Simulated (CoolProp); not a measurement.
Vapour-liquid equilibrium of n-heptane (1) + o-xylene (2) at 865 kPa; x and y are mole fractions of (1).

Model: multi-fluid Helmholtz-energy mixture model, Span 2003 and Zhou 2012; pair parameters Bell 2016, in CoolProp.

```csv
x,"bubble temperature, mixture model (°C)","bubble temperature, Raoult's law (°C)","y, mixture model","y, Raoult's law"
0.05,243.7,244.4,0.108,0.114
0.125,236.9,238.4,0.246,0.262
0.2,230.9,232.9,[?],0.385
0.275,225.7,227.8,0.456,0.490
0.35,[?],223.1,0.538,0.579
0.425,216.7,218.7,0.610,0.656
0.5,[?],214.6,0.674,0.723
0.575,[?],210.7,0.732,0.781
0.65,206.0,207.1,0.786,0.831
0.725,203.0,203.7,0.836,0.876
0.8,[?],200.5,0.883,0.915
0.875,[?],197.5,0.928,0.950
0.95,194.6,194.7,0.972,0.981
```

Q: Fill in the missing entries.

A: 
- 0.2, y, mixture model: 0.360
- 0.35, bubble temperature, mixture model (°C): 221.0
- 0.5, bubble temperature, mixture model (°C): 212.9
- 0.575, bubble temperature, mixture model (°C): 209.3
- 0.8, bubble temperature, mixture model (°C): 200.0
- 0.875, bubble temperature, mixture model (°C): 197.2

The largest gap from Raoult's law is -2.1 K in bubble temperature, at x = 0.275. No azeotrope shows between x = 0.05 and 0.95.

Pair parameters are fitted to limited data, so mixtures are less certain than the pure fluids.
